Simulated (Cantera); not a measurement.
Charge: 1 mol Si, 0.06 mol N2O, 31 mol H2, held at 750 Torr.

These are equilibrium values from Cantera (NASA tables, ideal gas, pure condensed phases), not measurements of a reactor. Candidate condensed phases: H2O, Si, SiO2, Si2N2O, Si3N4; 35 gas species. Mutual solubility and eutectic melting of coexisting phases are not modelled. Equilibrium is a limit: real reactors are often held back by kinetics, nucleation or transport. All values below are at 1498 K.

Base state: H2 1.000, H 1.72e-5 (mole fractions); condensed: Si(s) + Si2N2O(s).

Task: What changes in the equilibrium state with this change: Si replaced by SiC?

Result: 
```tsv
species	before	after
H2	1.000	0.997
CH4	0	0.00155
CO	0	0.000763
HCN	0	1.72e-5
N2	6.11e-6	0.000759
Si(s), mol	0.880	0
Si2N2O(s), mol	0.0598	0.0362
SiC(s), mol	0	0.928
```
Further candidate phases: C, C6H6, C7H8, C8H18, SiC.
